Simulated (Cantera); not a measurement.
A Cantera script and its output.

```python
import numpy as np
import cantera as ct

gas = ct.Solution("gri30.yaml", transport_model="mixture-averaged")
show = ['NH3', 'NO', 'CH3']

rows = []
print(f"{'T/K':>7s}{'rho':>11s}{'cp':>10s}{'mu':>11s}{'lambda':>11s}{'Pr':>7s}" + "".join(f"{'D_' + s:>11s}" for s in show))
for T in [400, 500, 600, 700, 800, 900, 1000, 1100]:
    gas.TPX = T, 470, {'N2': 0.85, 'C2H2': 0.34, 'CO': 0.48, 'C2H6': 0.38}
    Pr = gas.cp_mass * gas.viscosity / gas.thermal_conductivity
    D = [gas.mix_diff_coeffs_mole[gas.species_index(s)] for s in show]
    rows.append([gas.density, gas.cp_mass, gas.viscosity, gas.thermal_conductivity, Pr, *D])
    print(f"{T:7g}{gas.density:11.4e}{gas.cp_mass:10.1f}{gas.viscosity:11.4e}"
          f"{gas.thermal_conductivity:11.4e}{Pr:7.3f}" + "".join(f"{d:11.4e}" for d in D))
print("SI units: kg/m3, J/kg/K, Pa s, W/m/K, m2/s")
```

It prints:

```
    T/K        rho        cp         mu     lambda     Pr      D_NH3       D_NO      D_CH3
    400 3.9664e-03    1405.5 1.8161e-05 3.3503e-02  0.762 7.1986e-03 6.5809e-03 7.2531e-03
    500 3.1731e-03    1523.3 2.1528e-05 4.2082e-02  0.779 1.0962e-02 9.6973e-03 1.0752e-02
    600 2.6442e-03    1631.9 2.4601e-05 5.0582e-02  0.794 1.5335e-02 1.3256e-02 1.4755e-02
    700 2.2665e-03    1730.0 2.7452e-05 5.8947e-02  0.806 2.0269e-02 1.7228e-02 1.9228e-02
    800 1.9832e-03    1817.8 3.0130e-05 6.7151e-02  0.816 2.5723e-02 2.1588e-02 2.4142e-02
    900 1.7628e-03    1897.4 3.2666e-05 7.5181e-02  0.824 3.1666e-02 2.6319e-02 2.9475e-02
   1000 1.5865e-03    1972.2 3.5086e-05 8.3030e-02  0.833 3.8072e-02 3.1404e-02 3.5209e-02
   1100 1.4423e-03    2034.4 3.7407e-05 9.0695e-02  0.839 4.4920e-02 3.6831e-02 4.1329e-02
SI units: kg/m3, J/kg/K, Pa s, W/m/K, m2/s
```

Model: GRI-Mech 3.0 (53 species, 325 reactions), integrated in Cantera. The composition is frozen, though it would react at the higher temperatures.
